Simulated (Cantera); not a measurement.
Adiabatic ignition

An adiabatic, constant-volume homogeneous reactor starts with 5.32 % CO, 0.303 % H₂, 4.10 % CH₄, 19.0 % O₂, 71.3 % N₂, at 1348 K and 0.207 atm.

Computed with Cantera and GRI-Mech 3.0 (53 species, 325 reactions).

```
t (s)     T (K)  P (bar)    x CO     x H₂   x CH₄      x OH     x HO₂
--------  -----  -------  ------  -------  ------  --------  --------
1.00e-6    1348    0.210  0.0532  0.00303  0.0410  7.11e-11  9.94e-10
3.78e-6    1348    0.210  0.0532  0.00303  0.0410  6.99e-10   3.75e-9
1.43e-5    1348    0.210  0.0532  0.00303  0.0410   3.23e-9   1.40e-8
5.41e-5    1348    0.210  0.0532  0.00303  0.0410   5.60e-9   5.06e-8
0.000205   1348    0.210  0.0532  0.00303  0.0410   9.81e-9   1.62e-7
0.000775   1348    0.210  0.0532  0.00303  0.0410   3.18e-8   3.71e-7
0.00293    1348    0.210  0.0532  0.00303  0.0408   4.37e-7   1.28e-6
0.0111     2549    0.395  0.0204  0.00318  <1e-12    0.0148   5.46e-6
0.0419     2540    0.393  0.0196  0.00307  <1e-12    0.0140   5.16e-6
0.159      2539    0.393  0.0196  0.00306  <1e-12    0.0139   5.12e-6
0.600      2539    0.393  0.0196  0.00306  <1e-12    0.0139   5.12e-6
```
x: mole fraction; the columns are a selection and need not sum to one.

| Property | Result |
|---|---|
| time of steepest temperature rise | 7.12 ms |
| temperature at 0.600 s | 2539 K |
| equilibrium temperature | 2539 K |
| x(CO) at 0.600 s | 0.0196 (gas-phase equilibrium 0.0196) |
| x(H₂) at 0.600 s | 0.00306 (gas-phase equilibrium 0.00306) |
| x(CH₄) at 0.600 s | <1e-12 (gas-phase equilibrium <1e-12) |
